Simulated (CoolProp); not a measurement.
Vapour-liquid equilibrium of R125 (1) + propylene (2) at -43.45 °C; x and y are mole fractions of (1).

The numbers come from the multi-fluid Helmholtz-energy mixture model, Lemmon 2005 and Lemmon 2013; pair parameters Bell 2016 in CoolProp.

```tsv
x	bubble pressure, mixture model (kPa)	bubble pressure, Raoult's law (kPa)	y, mixture model	y, Raoult's law
0.05	135.3	122.2	0.137	0.052
0.15	152.5	122.7	0.293	0.155
0.25	161.6	123.1	0.381	0.257
0.35	166.3	123.6	0.439	0.358
0.45	168.4	124.0	0.484	0.459
0.55	168.5	124.5	0.527	0.559
0.65	166.8	125.0	0.574	0.658
0.75	162.4	125.4	0.635	0.757
0.85	153.8	125.9	0.725	0.855
0.95	138.2	126.3	0.877	0.952
```

The largest gap from Raoult's law is +35.8 % in bubble pressure, at x = 0.45. y crosses x between x = 0.45 and 0.55: the model has an azeotrope there.

Pair parameters are fitted to limited data, so mixtures are less certain than the pure fluids.
